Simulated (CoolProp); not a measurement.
Values from CoolProp's reference Helmholtz-energy equation of state, Thol 2014.

Question: For chloromethane (R40), give the phase and the density (kg/m³), cp (kJ/(kg K)), cv (kJ/(kg K)), isothermal compressibility (1/MPa) at 382.2 K and 9.76 MPa; 421.5 K and 9.76 MPa; 500 K and 9.76 MPa.

Answer: 
- 382.2 K and 9.76 MPa: liquid; density 743, cp 1.92, cv 0.968, isothermal compressibility 0.00843
- 421.5 K and 9.76 MPa: supercritical; density 583, cp 2.96, cv 1.04, isothermal compressibility 0.0431
- 500 K and 9.76 MPa: supercritical; density 172, cp 1.79, cv 1.03, isothermal compressibility 0.151
